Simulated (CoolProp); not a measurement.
Properties of m-xylene along the isobar 2530 kPa (Tc = 616.9 K, pc = 3535 kPa, ω = 0.326).

The numbers come from the reference Helmholtz-energy equation of state, Zhou 2012 in CoolProp.

```json
[
 {"T (K)": "543.5", "phase": "liquid", "Joule-Thomson coefficient (K/MPa)": "0.3116", "isothermal compressibility (1/MPa)": "0.01069"},
 {"T (K)": "552", "phase": "liquid", "Joule-Thomson coefficient (K/MPa)": "0.4322", "isothermal compressibility (1/MPa)": "0.01292"},
 {"T (K)": "560.5", "phase": "liquid", "Joule-Thomson coefficient (K/MPa)": "0.5914", "isothermal compressibility (1/MPa)": "0.01609"},
 {"T (K)": "569", "phase": "liquid", "Joule-Thomson coefficient (K/MPa)": "0.8127", "isothermal compressibility (1/MPa)": "0.02088"},
 {"T (K)": "577.5", "phase": "liquid", "Joule-Thomson coefficient (K/MPa)": "1.145", "isothermal compressibility (1/MPa)": "0.02892"},
 {"T (K)": "586", "phase": "liquid", "Joule-Thomson coefficient (K/MPa)": "1.721", "isothermal compressibility (1/MPa)": "0.04514"},
 {"T (K)": "594.5", "phase": "gas", "Joule-Thomson coefficient (K/MPa)": "19.74", "isothermal compressibility (1/MPa)": "0.9340"},
 {"T (K)": "603", "phase": "gas", "Joule-Thomson coefficient (K/MPa)": "16.38", "isothermal compressibility (1/MPa)": "0.7824"},
 {"T (K)": "611.5", "phase": "gas", "Joule-Thomson coefficient (K/MPa)": "14.22", "isothermal compressibility (1/MPa)": "0.7019"},
 {"T (K)": "620", "phase": "gas", "Joule-Thomson coefficient (K/MPa)": "12.65", "isothermal compressibility (1/MPa)": "0.6503"}
]
```
